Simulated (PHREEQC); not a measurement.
A made-up water analysis in mmol/kgw, 25 °C, pH 3.26, pe 11.2: Na 0.951; K 0.725; Ca 5.92; Mg 1.51; Cl 0.541; S(6) 8.19; Br 0.0362; O(0) (counted as O atoms) 0.0325.

Valence states are taken as typed.

Computed with PHREEQC (ion-association model, phreeqc.dat).

| quantity | before | after |
|---|---|---|
| ionic strength (mol/kgw) | 0.0245 | 0.0827 |
| SO4-2 (mol/kgw) | 0.00601 | 0.0205 |
| Ca+2 (mol/kgw) | 0.00444 | 0.0149 |
| CaSO4 (mol/kgw) | 0.00147 | 0.00873 |
| Mg+2 (mol/kgw) | 0.00105 | 0.00336 |
| MgSO4 (mol/kgw) | 0.000464 | 0.00268 |
| SI of Gypsum (CaSO4:2H2O) | -0.50 | +0.28 |
| SI of Halite (NaCl) | -8.00 | -6.88 |

**Question.** What was changed between the two runs?
(A) K from 0.725 to 0.362 mmol/kgw
(B) all concentrations times 4 at the same typed pH
(C) K from 0.725 to 1.45 mmol/kgw

**Answer.** B, all concentrations times 4 at the same typed pH

Precipitation was switched off in this run. Some of these states are supersaturated (in Gypsum, for instance).
